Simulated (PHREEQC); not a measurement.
Copper plating or etch bath

A solution holds 58 mmol/kgw CuCl2, 0.066 mmol/kgw HBF4 and 2.4 mmol/kgw Na2SO4, at 25 °C. Closed to the air; pH follows from the charge balance.

Equilibrium calculation in PHREEQC: ion-association model, phreeqc.dat.

Each row changes one thing in this solution. No solid was allowed to form.

```json
[
 {"case": "as made", "pH": "3.74", "ionic strength (mol/kgw)": "0.165", "Cl- (mol/kgw)": "0.110", "Cu+2 (mol/kgw)": "0.0513", "CuCl+ (mol/kgw)": "0.00526", "CuSO4 (mol/kgw)": "0.00125", "SI of Halite (NaCl)": "-5.10"},
 {"case": "temperature from 25 to 90 °C", "pH": "3.72", "ionic strength (mol/kgw)": "0.116", "Cl- (mol/kgw)": "0.0851", "Cu+2 (mol/kgw)": "0.0271", "CuCl+ (mol/kgw)": "0.0285", "CuSO4 (mol/kgw)": "0.00105", "SI of Halite (NaCl)": "-5.27"},
 {"case": "HBF4 from 6.6e-05 to 0.000132 mol/kgw", "pH": "3.49", "ionic strength (mol/kgw)": "0.165", "Cl- (mol/kgw)": "0.110", "Cu+2 (mol/kgw)": "0.0512", "CuCl+ (mol/kgw)": "0.00525", "CuSO4 (mol/kgw)": "0.00124", "SI of Halite (NaCl)": "-5.10"},
 {"case": "diluted 2-fold with water", "pH": "4.00", "ionic strength (mol/kgw)": "0.0850", "Cl- (mol/kgw)": "0.0563", "Cu+2 (mol/kgw)": "0.0267", "CuCl+ (mol/kgw)": "0.00169", "CuSO4 (mol/kgw)": "0.000559", "SI of Halite (NaCl)": "-5.65"},
 {"case": "temperature from 25 to 50 °C", "pH": "3.75", "ionic strength (mol/kgw)": "0.150", "Cl- (mol/kgw)": "0.102", "Cu+2 (mol/kgw)": "0.0436", "CuCl+ (mol/kgw)": "0.0126", "CuSO4 (mol/kgw)": "0.00122", "SI of Halite (NaCl)": "-5.16"},
 {"case": "temperature from 25 to 75 °C", "pH": "3.73", "ionic strength (mol/kgw)": "0.129", "Cl- (mol/kgw)": "0.0916", "Cu+2 (mol/kgw)": "0.0333", "CuCl+ (mol/kgw)": "0.0226", "CuSO4 (mol/kgw)": "0.00113", "SI of Halite (NaCl)": "-5.23"}
]
```

Species that the database lacks are ignored. Constants without temperature data keep their 25 °C values here. Real BF4- forms and hydrolyses slowly; the run takes it at equilibrium.
